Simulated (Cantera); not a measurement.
A freely propagating, adiabatic, planar premixed flame of CH4 : O2 : N2 : H2 = 1 : 1.82 : 5.09 : 0.3 (molar parts), unburnt at 675 K and 0.610 bar; mixture-averaged transport, grid criteria slope 0.08 and curve 0.16, no radiation.

Computed with Cantera and GRI-Mech 3.0 (53 species, 325 reactions). Burning velocities carry a grid error of a few per cent, more on coarse grids.

Problem. Predict: laminar burning velocity; thermal thickness; peak x(C2H6); peak x(H2O2); peak x(HO2).

Solution. 
```
Quantity                    Result
------------------------  --------
laminar burning velocity  289 cm/s
thermal thickness         0.354 mm
peak x(C2H6)               0.00159
peak x(H2O2)               6.78e-6
peak x(HO2)               0.000236
```
